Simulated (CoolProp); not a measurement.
R410A along the isobar 0.958 MPa: fugacity coefficient from the reference equation and from simpler models built on Tc = 344.5 K, pc = 4.901 MPa, ω = 0.296; each cubic takes its own stable root.

The numbers come from the reference Helmholtz-energy equation of state, Lemmon 2003 in CoolProp. It is a pseudo-pure fit of the blend.

```
T (K)   phase  reference
-----  ------  ---------
220.7  liquid    0.09856
255.6  liquid     0.4168
325.4     gas     0.9121
360.3     gas     0.9391
395.2     gas     0.9564
430.2     gas     0.9682
465.1     gas     0.9764
500       gas     0.9824
```

How far does each simpler model (van der Waals, Soave-Redlich-Kwong) lie from the reference over these 8 states: mean and median of the absolute difference, and the worst?


- van der Waals: mean 76.3 %, median 0.7 %, worst +494.2 % at 220.7 K and 0.958 MPa
- Soave-Redlich-Kwong: mean 0.8 %, median 0.4 %, worst +3.5 % at 255.6 K and 0.958 MPa

At some of these states van der Waals gives the other phase, because its saturation line lies elsewhere.
